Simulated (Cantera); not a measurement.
A closed system holds: 1 mol Si2Cl6, 43 mol N2, at 0.00120 bar.

Equilibrium computed with Cantera from the NASA thermochemical tables; the gas is ideal and each condensed phase is pure. Candidate condensed phases: Si, Si3N4; 13 gas species. The feed counts by its element totals alone. N2 is the only nitrogen source here; it is nearly inert below about 1500 K, so the nitride shown seldom forms there in practice. The tables' values for SiCl3 are old estimates; treat these amounts as uncertain. The numbers say what is thermodynamically allowed, not how fast it happens.

x: gas mole fraction; n: condensed amount in mol.

```tsv
T (K)	x N2	x SiCl4	x SiCl2	x SiCl3	x Cl	n Si3N4(s)
948	0.966	0.0339	1.57e-6	3.97e-5	1.38e-8	0.167
973	0.966	0.0339	?	6.82e-5	?	0.166
998	0.966	0.0339	9.43e-6	0.000114	5.83e-8	0.166
1023	0.966	0.0338	?	0.000186	?	0.166
1048	0.966	0.0337	4.75e-5	0.000296	2.15e-7	0.165
1073	0.966	0.0336	0.000101	0.000459	3.94e-7	0.164
1098	0.966	0.0333	0.000205	0.000698	7.02e-7	0.163
1123	0.966	0.0330	0.000405	0.00104	1.22e-6	0.160
1148	0.965	0.0324	0.000773	0.00151	2.06e-6	0.155
1173	0.965	0.0316	0.00143	0.00214	3.41e-6	0.148
1198	0.964	0.0304	0.00255	0.00296	5.49e-6	0.137
1223	0.963	0.0286	0.00439	0.00397	8.64e-6	0.120
1248	0.961	0.0262	0.00728	0.00514	1.32e-5	0.0936
1273	0.959	0.0230	0.0116	0.00637	1.97e-5	0.0568
```

Problem. Fill in the missing entries.

Solution. 
- 1023, x SiCl2: 2.16e-5
- 1023, x Cl: 1.14e-7
- 973, x SiCl2: 3.94e-6
- 973, x Cl: 2.89e-8
